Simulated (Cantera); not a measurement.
Feed: 1 mol Cr₂O₃, 8.1 mol H₂, 33 mol N₂, equilibrated at 0.398 Torr.

Equilibrium computed with Cantera from the NASA thermochemical tables; the gas is ideal and each condensed phase is pure. Candidate condensed phases: Cr, CrN, Cr₂N, Cr₂O₃, H₂O; 29 gas species. Mutual solubility and eutectic melting of coexisting phases are not modelled. Equilibrium is a limit: real reactors are often held back by kinetics, nucleation or transport.

x: gas mole fraction; n: condensed amount in mol.

```csv
T (K),x N₂,x H₂,x H₂O,x Cr,x H,x CrO,x NH₃,n Cr₂O₃(s),n Cr₂N(s),n Cr(s)
900,0.803,0.197,1.46e-6,<1e-12,2.25e-9,<1e-12,5.03e-8,1.000,0,0
950,0.803,0.197,2.12e-6,2.94e-12,1.07e-8,<1e-12,3.43e-8,1.000,0,0
1000,0.803,0.197,3.51e-6,5.51e-11,4.38e-8,<1e-12,2.42e-8,1.000,0,0
1050,0.803,0.197,5.77e-6,7.32e-10,1.56e-7,<1e-12,1.76e-8,1.000,0,0
1100,0.803,0.197,…,…,…,<1e-12,…,1.000,…,0
1150,0.803,0.197,1.37e-5,6.49e-8,1.44e-6,<1e-12,1.01e-8,1.000,0.000186,0
1200,0.803,0.197,…,…,…,…,…,1.000,0,…
1250,0.803,0.197,3.34e-5,2.13e-6,9.32e-6,6.11e-11,6.34e-9,1.000,0,0.000827
1300,0.803,0.197,5.29e-5,8.98e-6,2.13e-5,4.71e-10,5.15e-9,0.999,0,0.00108
1350,0.803,0.197,8.10e-5,3.39e-5,4.59e-5,3.11e-9,4.25e-9,0.999,0,0.000824
1400,0.803,0.197,0.000140,9.30e-5,9.37e-5,1.66e-8,3.55e-9,0.998,0,0
1450,0.803,0.197,0.000275,0.000183,0.000182,7.21e-8,3.00e-9,0.996,0,0
```

Question: What belongs in the gaps?

Answer: 
- 1100, x H₂O: 9.06e-6
- 1100, x Cr: 7.65e-9
- 1100, x H: 4.99e-7
- 1100, x NH₃: 1.32e-8
- 1100, n Cr₂N(s): 0.000124
- 1200, x H₂O: 2.02e-5
- 1200, x Cr: 4.47e-7
- 1200, x H: 3.81e-6
- 1200, x CrO: 6.67e-12
- 1200, x NH₃: 7.94e-9
- 1200, n Cr(s): 0.000536
